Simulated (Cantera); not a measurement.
A perfectly stirred reactor is fed with 0.804 % CO, 0.343 % O2, 0.775 % H2O, 98.1 % N2, equivalence ratio 1.2, at 0.306 atm; it is held at 975 K, and followed from long to short residence time.

Detailed kinetics in Cantera: GRI-Mech 3.0 (53 species, 325 reactions).

Problem. Predict: x(CO) at τ = 1.80 s; x(O2) at τ = 1.80 s; x(H2O) at τ = 1.80 s; x(N2O) at τ = 1.80 s; x(NO) at τ = 1.80 s; x(CO) at τ = 16.0 ms; x(O2) at τ = 16.0 ms; x(H2O) at τ = 16.0 ms; x(N2O) at τ = 16.0 ms; x(NO) at τ = 16.0 ms.

Solution. 
| Property | Value |
|---|---|
| x(CO) at τ = 1.80 s | 0.00109 |
| x(O2) at τ = 1.80 s | 0.000132 |
| x(H2O) at τ = 1.80 s | 0.00741 |
| x(N2O) at τ = 1.80 s | 6.26e-9 |
| x(NO) at τ = 1.80 s | 1.14e-7 |
| x(CO) at τ = 16.0 ms | 0.00763 |
| x(O2) at τ = 16.0 ms | 0.00323 |
| x(H2O) at τ = 16.0 ms | 0.00769 |
| x(N2O) at τ = 16.0 ms | 6.85e-9 |
| x(NO) at τ = 16.0 ms | 1.73e-9 |
